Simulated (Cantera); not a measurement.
# Si₃N₄ + F₂ + N₂ (nitride etching)

Charge: 1 mol Si₃N₄, a varied amount of F₂, 97 mol N₂, at 875 °C and 18000 Pa.

Equilibrium computed with Cantera from the NASA thermochemical tables; the gas is ideal and each condensed phase is pure. Candidate condensed phases: Si, Si₃N₄; 16 gas species. The tables' values for SiF₃ are old estimates; treat these amounts as uncertain. Equilibrium is a limit: real reactors are often held back by kinetics, nucleation or transport.

From 1.4 mol F₂ to 5.1 mol F₂ the condensed part is Si₃N₄(s). From 6 mol F₂ to 7.9 mol F₂ nothing is condensed. The main Si-bearing gas is SiF₄ throughout.

```csv
n(F₂) (mol),x N₂,x F,x SiF₄,x F₂,n Si₃N₄(s)
1.4,0.993,<1e-12,0.00712,<1e-12,0.767
2.3,0.988,<1e-12,0.0116,<1e-12,0.617
3.2,0.984,<1e-12,0.0160,<1e-12,0.467
4.1,0.980,<1e-12,0.0204,<1e-12,0.317
5.1,0.975,<1e-12,0.0252,<1e-12,0.150
6,0.971,8.89e-11,0.0294,<1e-12,0
6.9,0.954,0.0166,0.0289,0.000396,0
7.9,0.937,0.0329,0.0284,0.00156,0
```
x: gas mole fraction; n: condensed amount in mol.
